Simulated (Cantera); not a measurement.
Input: 1 mol SiCl4, 6.4 mol H2, equilibrated at 752 °C and 0.133 bar.

These are equilibrium values from Cantera (NASA tables, ideal gas, pure condensed phases), not measurements of a reactor. Candidate condensed phases: Si; 19 gas species. The tables' values for SiCl3 are old estimates; treat these amounts as uncertain. Kinetics and transport are ignored.

Base state: H2 0.835, SiCl4 0.106, HCl 0.0300, SiHCl3 0.0255, SiCl3 0.00182, SiH2Cl2 0.000677, SiCl2 0.000648 (mole fractions); condensed: gas only.

Q: What changes in the equilibrium state with this change: temperature from 752 °C to 1002 °C?

A: 
| species | before | after |
|---|---|---|
| H2 | 0.835 | 0.772 |
| HCl | 0.0300 | 0.0984 |
| SiCl4 | 0.106 | 0.0624 |
| SiCl2 | 0.000648 | 0.0299 |
| SiCl3 | 0.00182 | 0.0169 |
| SiHCl3 | 0.0255 | 0.0198 |
| SiH3Cl | 4.64e-6 | 1.06e-5 |
| SiH2Cl2 | 0.000677 | 0.000867 |

Q: What changes in the equilibrium state with this change: SiCl4 replaced by Si?

A: 
```
species       before  after
----------  --------  -----
H2             0.835   1.00
SiCl4          0.106      0
HCl           0.0300      0
SiHCl3        0.0255      0
SiCl3        0.00182      0
SiH2Cl2     0.000677      0
SiCl2       0.000648      0
Si(s), mol         0   1.00
```
